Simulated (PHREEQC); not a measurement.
**Hard or scaling water: speciation**

Make-up at 25 °C: 2.1 mmol/kgw CaCl2, 2.8 mmol/kgw Na2SO4 and 5.7 mmol/kgw KCl. Closed to the air; pH follows from the charge balance.

All values are PHREEQC results (ion-association model, phreeqc.dat), not measurements.

Precipitation was switched off in this run.

Question: Predict the ionic strength, specific conductance.

Answer: ionic strength 0.0191 mol/kgw; specific conductance 1820 µS/cm.

Question: In which forms is Ca present?

Answer: Ca+2 87 %, CaSO4 13 % of the Ca.
